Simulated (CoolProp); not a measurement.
Model: reference Helmholtz-energy equation of state, Zhou 2016, in CoolProp.

Question: For R245ca, give the phase and the density (kg/m³), cp (kJ/(kg K)), cv (kJ/(kg K)) at 3.45 °C and 10000 kPa; 80.85 °C and 10000 kPa.

Answer: 
- 3.45 °C and 10000 kPa: liquid; density 1460, cp 1.34, cv 0.978
- 80.85 °C and 10000 kPa: liquid; density 1280, cp 1.44, cv 1.07
